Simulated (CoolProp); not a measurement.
Values from CoolProp's reference Helmholtz-energy equation of state, Leachman 2009.

Q: Give the vapour pressure (MPa), vapour density (kg/m³), enthalpy of vaporisation (kJ/kg), liquid conductivity (mW/(m K)) of saturated normal hydrogen at 26.2 K.

A: 
```csv
T (K),p (MPa),vapour density (kg/m³),enthalpy of vaporisation (kJ/kg),liquid conductivity (mW/(m K))
26.2,0.410,4.96,392,101
```

Thermal conductivity comes from a separate model (Assael 2011).
